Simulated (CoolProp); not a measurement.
Properties of ethylbenzene along the isobar 12.5 MPa (Tc = 617.1 K, pc = 3.622 MPa, ω = 0.304).

The numbers come from the reference Helmholtz-energy equation of state, Zhou 2012 in CoolProp.

```tsv
T (K)	phase	Z	isothermal compressibility (1/MPa)	expansivity (1/kK)	fugacity coefficient
287.2	liquid	0.6312	0.0007294	___	0.0001000
307.5	liquid	0.6010	0.0008267	0.9541	0.0003128
327.7	liquid	0.5750	0.0009400	0.9765	0.0008226
348	liquid	0.5525	0.001074	___	0.001896
368.3	liquid	0.5329	0.001232	1.036	___
388.6	liquid	0.5160	0.001419	1.073	0.007322
408.9	liquid	0.5014	0.001642	1.116	0.01270
429.1	liquid	0.4889	___	1.166	0.02056
449.4	liquid	___	0.002233	1.224	0.03155
469.7	liquid	0.4695	___	___	0.04610
490	liquid	0.4623	___	1.370	0.06458
510.3	liquid	0.4569	0.003720	1.461	0.08721
```

**Question.** Fill in the missing entries.

**Answer.** 
- 287.2, expansivity (1/kK): 0.9363
- 348, expansivity (1/kK): 1.004
- 368.3, fugacity coefficient: 0.003904
- 429.1, isothermal compressibility (1/MPa): 0.001909
- 449.4, Z: 0.4783
- 469.7, isothermal compressibility (1/MPa): 0.002628
- 469.7, expansivity (1/kK): 1.292
- 490, isothermal compressibility (1/MPa): 0.003114
